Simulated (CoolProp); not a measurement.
trans-2-butene along the isotherm 393.3 K: fugacity coefficient from the reference equation and from simpler models built on Tc = 428.6 K, pc = 4.019 MPa, ω = 0.210; each cubic takes its own stable root.

Values from CoolProp's reference Helmholtz-energy equation of state, Lemmon 2005. It is a short technical equation, of lower accuracy than the large ones.

```
p (MPa)  phase  reference
-------  -----  ---------
0.144      gas     0.9835
0.287      gas     0.9673
0.431      gas     0.9509
0.574      gas     0.9347
0.718      gas     0.9184
0.861      gas     0.9023
1          gas     0.8866
1.15       gas     0.8696
1.29       gas     0.8538
1.44       gas     0.8368
1.58       gas     0.8209
1.72       gas     0.8049
1.87       gas     0.7877
2.01       gas     0.7714
```

Question: How far does each simpler model (van der Waals, Redlich-Kwong, Soave-Redlich-Kwong, Peng-Robinson) lie from the reference over these 14 states: mean and median of the absolute difference, and the worst?

Answer: 
- van der Waals: mean 2.9 %, median 2.8 %, worst +6.0 % at 393.3 K and 2.01 MPa
- Redlich-Kwong: mean 0.9 %, median 0.8 %, worst +1.9 % at 393.3 K and 2.01 MPa
- Soave-Redlich-Kwong: mean 0.5 %, median 0.4 %, worst +1.1 % at 393.3 K and 2.01 MPa
- Peng-Robinson: mean 0.6 %, median 0.7 %, worst -0.9 % at 393.3 K and 2.01 MPa
